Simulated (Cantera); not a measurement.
Input (Python, Cantera) and output of one run.

```python
import numpy as np
import cantera as ct

gas_names = """
    C CH CH2 CH3 CH2OH CH3O CH4 CH3OH CN CO CO2 COOH C2 C2H CHCO,ketyl C2H2,acetylene C2H2,vinylidene
    CH2CO,ketene C2H3,vinyl CH3CN CH3CO,acetyl C2H4 C2H4O,ethylen CH3CHO,ethanal CH3COOH (HCOOH)2 C2H5
    C2H6 CH3OCH3 C2H5OH CCN CNC C2N2 C2O C3 C3H3,propargyl C3H4,allene C3H4,propyne C3H4,cyclo-
    C3H5,allyl C3H6,propylene C3H6,cyclo- C3H6O C3H7,n-propyl C3H7,i-propyl C3H8 C3H8O,1propanol
    C3H8O,2propanol C3O2 C4 C4H2 C4H4,1,3-cyclo- C4H6,butadiene C4H6,2-butyne C4H6,cyclo- C4H8,1-butene
    C4H8,cis2-buten C4H8,tr2-butene C4H8,isobutene C4H8,cyclo- (CH3COOH)2 C4H9,n-butyl C4H9,i-butyl
    C4H9,s-butyl C4H9,t-butyl C4H10,isobutane C4H10,n-butane C4N2 C5 C5H6,1,3cyclo- C5H8,cyclo-
    C5H10,1-pentene C5H10,cyclo- C5H11,pentyl C5H11,t-pentyl C5H12,n-pentane C5H12,i-pentane
    CH3C(CH3)2CH3 C6H2 C6H5,phenyl C6H5O,phenoxy C6H6 C6H5OH,phenol C6H10,cyclo- C6H12,1-hexene
    C6H12,cyclo- C6H13,n-hexyl C7H7,benzyl C7H8 C7H8O,cresol C7H14,1-heptene C7H15,n-heptyl
    C7H16,n-heptane C8H8,styrene C8H10,ethylbenz C8H16,1-octene C8H17,n-octyl C8H18,isooctane
    C8H18,n-octane C9H19,n-nonyl C10H8,naphthale C10H21,n-decyl C12H9,o-bipheny C12H10,bipheny Fe FeC5O5
    FeO Fe(OH)2 H HCN HCO HCCN HNC HNCO HNO HNO2 HNO3 HO2 H2 HCHO,formaldehy HCOOH H2O H2O2 N NCO NH NH2
    NH3 NH2OH NO NO2 NO3 N2 N2H2 N2H4 N2O O OH O2 O3
""".split()
cond_names = """
    C(gr) C6H6(L) C7H8(L) C8H18(L),n-octa Fe(a) Fe(c) Fe(d) Fe(L) FeC5O5(L) FeO(s) FeO(L) Fe(OH)2(s)
    Fe(OH)3(s) Fe2O3(s) Fe3O4(s) H2O(s) H2O(L)
""".split()


def load(file, names, dense=False):
    # The tables refer to 1 bar. Condensed volumes are neglected.
    table = {s.name: s for s in ct.Species.list_from_file(file)}
    out = []
    for n in names:
        d = dict(table[n].input_data)
        d["thermo"] = dict(d["thermo"], **{"reference-pressure": 1e5})
        if dense:
            d["equation-of-state"] = {"model": "constant-volume", "density": "1e6 g/cm^3"}
        out.append(ct.Species.from_dict(d))
    return out


gas = ct.Solution(thermo="ideal-gas", species=load("nasa_gas.yaml", gas_names))
cond = {s.name: ct.Solution(thermo="fixed-stoichiometry", species=[s], name=s.name)
        for s in load("nasa_condensed.yaml", cond_names, dense=True)}
atoms = {
    'Fe2O3': {'Fe': 2, 'O': 3},
    'CH4': {'C': 1, 'H': 4},
    'N2': {'N': 2},
}
top_T = {'C(gr)': 4500, 'Fe2O3(s)': 1830, 'Fe3O4(s)': 1870}  # K; cautious upper limits of use, not melting points


def equilibrate(T, P, feed):
    n = {}
    for name, mol in feed.items():
        for a, k in atoms[name].items():
            n[a] = n.get(a, 0.0) + k * mol
    gas.TPX = T, P, n
    mass = sum(n.values()) * gas.mean_molecular_weight
    gas.equilibrate("TP")
    valid = [c for c in cond.values() if c.min_temp <= T <= top_T.get(c.name, c.max_temp)]
    mix = ct.Mixture([(gas, mass / gas.mean_molecular_weight)] + [(c, 0.0) for c in valid])
    mix.T, mix.P = T, P
    mix.equilibrate("TP", solver="vcs", rtol=1e-11, max_steps=5000)
    return mix


results = []
feed = {'Fe2O3': 1, 'CH4': 4.6, 'N2': 0.33}  # mol
P = 510000  # Pa
for T in [1248, 1398, 1548, 1698, 1848, 1998, 2148, 2298, 2448]:
    mix = equilibrate(T, P, feed)
    results.append((T, P, feed, dict(zip(mix.species_names, mix.species_moles))))

top = {s: max(r[3][s] / sum(r[3][g] for g in gas_names) for r in results) for s in gas_names}
cols = sorted((s for s in top if top[s] > 0.0001), key=lambda s: -top[s])[:8]
seen = [c for c in cond_names if any(r[3].get(c, 0) > 1e-12 for r in results)]
print("log10 of partial pressures in bar; condensed amounts in mol")
print(f"{'T/K':>10s}" + "".join(f"{s[:9]:>10s}" for s in cols + seen))
for T, P, feed, n in results:
    ng = sum(n[g] for g in gas_names)
    print(f"{T:10.4g}" + "".join(f"{np.log10(max(n[s] / ng * P / 1e5, 1e-99)):10.3f}" for s in cols)
          + "".join(f"{n.get(c, 0):10.4g}" for c in seen))
```

Result:

```
log10 of partial pressures in bar; condensed amounts in mol
       T/K        H2        CO       CH4        N2       H2O       HCN         H C2H2,acet     C(gr)     Fe(c)     Fe(d)     Fe(L)
      1248     0.551     0.072    -0.850    -0.854    -1.189    -4.057    -6.055    -6.062     1.452         2         0         0
      1398     0.564     0.086    -1.231    -0.866    -1.772    -3.462    -5.043    -5.046     1.504         2         0         0
      1548     0.569     0.087    -1.550    -0.871    -2.254    -2.984    -4.227    -4.235     1.543         2         0         0
      1698     0.571     0.087    -1.815    -0.875    -2.653    -2.593    -3.554    -3.571      1.56         0         2         0
      1848     0.571     0.087    -2.038    -0.880    -2.987    -2.267    -2.990    -3.018     1.561         0         0         2
      1998     0.571     0.087    -2.227    -0.889    -3.269    -1.994    -2.509    -2.549     1.546         0         0     1.999
      2148     0.570     0.087    -2.390    -0.903    -3.512    -1.763    -2.095    -2.148     1.509         0         0     1.996
      2298     0.567     0.086    -2.534    -0.924    -3.724    -1.567    -1.735    -1.802     1.441         0         0     1.984
      2448     0.561     0.083    -2.664    -0.953    -3.913    -1.404    -1.420    -1.502     1.328         0         0     1.948
```

Equilibrium computed with Cantera from the NASA thermochemical tables; the gas is ideal and each condensed phase is pure. Iron dissolves carbon and melts from about 1420 K in contact with it, which pure phases cannot show. Condensed phases not in the tables: cementite and carbon dissolved in iron.
